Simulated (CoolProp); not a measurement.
Vapour-liquid equilibrium of R114 (1) + benzene (2) at 332 K; x and y are mole fractions of (1).

The numbers come from the multi-fluid Helmholtz-energy mixture model, Platzer 1990 and Thol 2012; pair parameters Bell 2016 in CoolProp. This equation is an older, rougher fit; its heat capacities, sound speeds and derivatives of the liquid may be far off and weren't checked against measurements.

Question: Give the bubble pressure and the first vapour's composition at x = 0.45, 0.55, 0.65. Is there an azeotrope?

Answer: x = 0.45: 363.9 kPa, y = 0.893; x = 0.55: 396.0 kPa, y = 0.909; x = 0.65: 427.5 kPa, y = 0.925. No azeotrope shows between x = 0.05 and 0.95.

Pair parameters are fitted to limited data, so mixtures are less certain than the pure fluids. With so large a gap from Raoult's law the liquid may split in two, which this calculation doesn't test in full.
